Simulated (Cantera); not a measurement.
Mixture: CO : H2 : CH4 : O2 : N2 = 1 : 0.45 : 0.081 : 0.887 : 5.32 (molar parts), equivalence ratio 1.0, at 750 Torr, adiabatic and at constant pressure. Ignition delay is the time to a rise of 400 K.

Detailed kinetics in Cantera: GRI-Mech 3.0 (53 species, 325 reactions). Where the delays flatten at high temperature, the 400 K rule measures the pace of heat release, not the induction time.

**Question.** Predict: delay at 1225 K; delay at 1425 K; delay at 1625 K; delay at 1825 K; delay at 2025 K.

**Answer.** 
- delay at 1225 K: 0.124 ms
- delay at 1425 K: 66.0 µs
- delay at 1625 K: 55.9 µs
- delay at 1825 K: 63.3 µs
- delay at 2025 K: 81.1 µs
